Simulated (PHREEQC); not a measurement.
0.021 g of hydrous ferric oxide (600 m²/g; 0.2 weak and 0.005 strong sites per Fe, Dzombak-Morel constants, diffuse double layer) in 1 kg of water with 0.01 mol/kgw of an inert sodium salt, at 25 °C; the pH is set by adding NaOH or the inert anion's acid. O2 is buffered at 0.21 atm. No CO2 enters from the air. No solid was allowed to form.

Equilibrium calculation in PHREEQC: ion-association model, wateq4f.dat.

```csv
pH,surface charge σ (C/m²),surface potential ψ (mV)
4,0.216,185
5,0.113,152
5.5,0.077,132
6.5,0.030,86
7,0.017,61
8,0.001,6
9,-0.013,-49
9.5,-0.024,-75
10.5,-0.064,-123
11,-0.099,-143
12,-0.229,-168
```
